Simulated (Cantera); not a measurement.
A closed system holds: 1 mol borazine, 0.11 mol O2, 70 mol H2, at 2125 °C and 615 Torr.

These are equilibrium values from Cantera (NASA tables, ideal gas, pure condensed phases), not measurements of a reactor. Candidate condensed phases: B, BN, B2O3, B3O3H3, H2O; 39 gas species. The feed counts by its element totals alone. The tables' values for BH2 are old estimates; treat these amounts as uncertain. Gases not in the tables: B2H6 and higher boranes. Kinetics and transport are ignored.

Base state: H2 0.957, N2 0.0199, H 0.0170, BH2 0.00283, HBO 0.00243, BO 0.000451, BH3 6.74e-5, B 3.81e-5 (mole fractions); condensed: B(l).

Question: What changes in the equilibrium state with this change: temperature from 2125 °C to 575 °C?

Answer: 
```tsv
species	before	after
H2	0.957	0.998
H2O	2.41e-6	0.000839
N2	0.0199	0.000703
H	0.0170	<1e-9
BH2	0.00283	<1e-9
HBO	0.00243	<1e-9
BO	0.000451	<1e-9
B(l), mol	2.56	0
BN(s), mol	0	2.89
B2O3(l), mol	0	0.0527
```
Gases not in the tables: H3BO3.
